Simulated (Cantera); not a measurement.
Charge: 1 mol SiH2Cl2, 0.0061 mol Cl2, 110 mol H2, at 1648 K and 1.33 mbar.

Cantera equilibrium calculation (NASA polynomials, part measured and part estimated; ideal gas, pure solids and liquids). Candidate condensed phases: Si; 19 gas species. The tables' values for SiCl are old estimates; treat these amounts as uncertain. Kinetics and transport are ignored.

Base state: H2 0.980, HCl 0.0160, H 0.00241, SiCl2 0.000930, Si 0.000193, Cl 3.09e-5, SiCl 2.64e-5, SiH 1.28e-5 (mole fractions); condensed: Si(s).

Task: What changes in the equilibrium state with this change: temperature from 1648 K to 1725 K?

Result: 
| species | before | after |
|---|---|---|
| H2 | 0.980 | 0.977 |
| HCl | 0.0160 | 0.0160 |
| H | 0.00241 | 0.00503 |
| Si | 0.000193 | 0.000761 |
| SiCl2 | 0.000930 | 0.000901 |
| SiH | 1.28e-5 | 3.93e-5 |
| SiCl | 2.64e-5 | 6.19e-5 |
| Cl | 3.09e-5 | 6.37e-5 |
| SiH2 | 8.31e-6 | 1.68e-5 |
| Si(s), mol | 0.868 | 0 |
| Si(l), mol | 0 | 0.799 |
Gases not in the tables: Si2H6 and higher silanes.

Task: What changes in the equilibrium state with this change: temperature from 1648 K to 1073 K?

Result: 
| species | before | after |
|---|---|---|
| H2 | 0.980 | 0.983 |
| HCl | 0.0160 | 0.0165 |
| SiCl2 | 0.000930 | 0.000537 |
| H | 0.00241 | 3.80e-7 |
| Si | 0.000193 | <1e-9 |
| SiCl4 | <1e-9 | 4.74e-5 |
| SiCl | 2.64e-5 | <1e-9 |
| SiH | 1.28e-5 | <1e-9 |
| Cl | 3.09e-5 | 5.77e-9 |
| Si(s), mol | 0.868 | 0.926 |
The tables' values for SiCl3 are old estimates; treat these amounts as uncertain.
